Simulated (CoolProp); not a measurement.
n-undecane at 458.82 K and 0.941 MPa is throttled through a valve to 0.138 MPa with no heat exchange. Each further row changes one setting.

Values from CoolProp's reference Helmholtz-energy equation of state, Aleksandrov 2011. It is a short technical equation, of lower accuracy than the large ones.

```csv
case,temperature change (K),final phase,final density (kg/m³)
as stated,+0.2,liquid,608
outlet pressure 0.0414 MPa,-23.2,"two-phase, vapour fraction 0.229",8.02
outlet pressure 0.179 MPa,+0.1,liquid,609
```
